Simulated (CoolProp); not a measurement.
Vapour-liquid equilibrium of R1234yf (1) + R227EA (2) at 287.5 K; x and y are mole fractions of (1).

Computed with CoolProp (multi-fluid Helmholtz-energy mixture model, Lemmon 2022 and Lemmon 2016; pair parameters Bell 2016).

**Question.** Give the bubble pressure and the first vapour's composition at x = 0.05, 0.35, 0.95. Is there an azeotrope?

**Answer.** x = 0.05: 3.330 bar, y = 0.073; x = 0.35: 3.861 bar, y = 0.439; x = 0.95: 4.914 bar, y = 0.965. No azeotrope shows between x = 0.05 and 0.95.

The pair parameters rest on a limited set of measurements; away from them the model extrapolates.
